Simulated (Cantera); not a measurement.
## Diamond growth

A diamond (100) surface in a fixed gas of H2 with x(CH4) = 0.0028, x(H) = 0.00033, x(CH3) = 0.00039, 0.0217 atm; coverages are run to steady state.

Cantera simulation using the Harris–Goodwin 1993 mechanism for the reconstructed diamond (100) surface; the numbers are that mechanism's predictions, not measurements.

```
T (K)  growth (µm/h)  θ c6HH   θ c6H*  θ c6*H   θ c6**    θ c6HM
-----  -------------  ------  -------  ------  -------  --------
950             1.38   0.390  0.00822   0.195  0.00271     0.309
1000            1.29   0.460   0.0133   0.273  0.00468     0.181
1050           0.856   0.512   0.0196   0.351  0.00715    0.0738
1100           0.504   0.524   0.0253   0.401  0.00935    0.0240
1150           0.353   0.516   0.0301   0.426   0.0110   0.00734
1200           0.308   0.507   0.0342   0.438   0.0123   0.00228
1250           0.275   0.502   0.0378   0.441   0.0132  0.000728
1300           0.198   0.504   0.0409   0.437   0.0138  0.000240
1350           0.103   0.512   0.0435   0.429   0.0140   8.38e-5
1400          0.0440   0.522   0.0456   0.418   0.0137   3.18e-5
```
θ: site fractions in the mechanism's names (c6HH fully hydrogenated, c6H* and c6*H radical sites, c6** diradical, c6HM methylated).
